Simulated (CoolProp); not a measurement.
Properties of R1132(E) along the isotherm 126.85 °C.

The numbers come from the reference Helmholtz-energy equation of state, Akasaka 2024 in CoolProp.

```csv
p (bar),phase,Z,cv (kJ/(kg K)),speed of sound (m/s),isothermal compressibility (1/MPa),expansivity (1/kK),fugacity coefficient
7.22,gas,[?],0.9882,237.3,1.429,2.792,0.9702
14.4,gas,0.9382,0.9977,232.0,0.7416,3.130,0.9410
21.7,gas,0.9054,1.008,226.4,0.5114,3.534,0.9118
28.9,gas,[?],1.019,220.9,0.4004,4.008,0.8834
36.1,gas,0.8370,1.031,215.3,0.3357,[?],0.8554
43.3,gas,0.8010,1.043,209.7,0.2946,5.272,0.8278
50.6,gas,[?],1.057,204.0,0.2669,6.138,0.8002
57.8,supercritical,0.7244,1.072,[?],0.2485,7.199,0.7734
65,supercritical,0.6845,1.087,[?],0.2360,8.516,0.7471
```

Task: What belongs in the gaps?

Result: 
- 7.22, Z: 0.9695
- 28.9, Z: 0.8718
- 36.1, expansivity (1/kK): 4.579
- 50.6, Z: 0.7631
- 57.8, speed of sound (m/s): 198.7
- 65, speed of sound (m/s): 193.7
